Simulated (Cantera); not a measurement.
What does this Cantera script print?

```python
import numpy as np
import cantera as ct

gas_names = """
    H HO2 H2 H2O H2O2 O OH O2 O3 Ta TaO TaO2
""".split()
cond_names = """
    H2O(s) H2O(L) Ta(cr) Ta(L) Ta2O5(s) Ta2O5(L)
""".split()


# ... load() reads the species with a 1 bar reference pressure and builds the phases ...
atoms = {
    'Ta': {'Ta': 1},
    'O2': {'O': 2},
    'H2': {'H': 2},
}
top_T = {}  # K; cautious upper limits of use, not melting points


# ... equilibrate(T, P, feed) seeds the gas with the atoms and calls Mixture.equilibrate('TP', solver="vcs", rtol=1e-11, max_steps=5000) ...
results = []
feed = {'Ta': 1, 'O2': 7.2, 'H2': 5.2}  # mol
T = 1225  # K
P = 0.44  # Pa
mix = equilibrate(T, P, feed)
results.append((T, P, feed, dict(zip(mix.species_names, mix.species_moles))))
x = sorted(zip(gas.X, gas.species_names), reverse=True)
print(f"T = {T:g} K  P = {P:g} Pa  gas = {mix.phase_moles(0):.4g} mol")
print("   x: " + "  ".join(f"{s} {v:.3e}" for v, s in x if v > 0.0001))
print("   condensed (mol): " + ("  ".join(f"{mix.phase(i).name} {mix.phase_moles(i):.4g}"
      for i in range(1, mix.n_phases) if mix.phase_moles(i) > 1e-12) or "none"))
```

It prints:

```
T = 1225 K  P = 0.44 Pa  gas = 8.551 mol
   x: H2O 6.080e-01  O2 3.917e-01  OH 2.627e-04
   condensed (mol): Ta2O5(s) 0.5
```

Method: chemical equilibrium by Gibbs-energy minimisation in Cantera with the NASA 1993 tables (ideal gas, pure condensed phases).
